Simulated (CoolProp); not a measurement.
A single-stage vapour-compression cycle with trans-2-butene: evaporating at 291.15 K (dew point), condensing at 333.15 K (bubble point), superheat 0 K, subcooling 0 K, compressor efficiency 0.9, no pressure losses. Each further row changes one setting.

Model: reference Helmholtz-energy equation of state, Lemmon 2005, in CoolProp. It is a short technical equation, of lower accuracy than the large ones.

```tsv
case	cooling COP	pressure ratio	discharge temperature (K)	refrigerating effect (kJ/kg)	volumetric capacity (kJ/m³)
as stated	(withheld)	3.34	334.4	287	1330
evaporating temperature 296.15 K	6.10	2.84	(withheld)	294	1580
condensing temperature 328.15 K	6.04	(withheld)	329.6	300	1390
subcooling 5 K	(withheld)	3.34	334.4	300	1380
superheat 10 K	(withheld)	3.34	344.2	304	(withheld)
compressor efficiency 0.8	(withheld)	3.34	338.0	287	1330
```

Q: Fill in the missing entries.

A: 
- as stated, cooling COP: 5.17
- evaporating temperature 296.15 K, discharge temperature (K): 333.9
- condensing temperature 328.15 K, pressure ratio: 2.94
- subcooling 5 K, cooling COP: 5.40
- superheat 10 K, cooling COP: 5.23
- superheat 10 K, volumetric capacity (kJ/m³): 1350
- compressor efficiency 0.8, cooling COP: 4.60
